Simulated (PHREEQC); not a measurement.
Solution (26 °C): 0.0088 mol Pb(NO3)2, 0.00013 mol KNO3 and 0.032 mol Zn(NO3)2 per kg of water. Closed to the air; pH follows from the charge balance.

Computed with PHREEQC (ion-association model, phreeqc.dat).

Precipitation was switched off in this run.

Problem. What pH does the model give?

Solution. pH 5.05.

Problem. In which forms is Pb present?

Solution. Pb+2 71 %, PbNO3+ 28 % of the Pb.
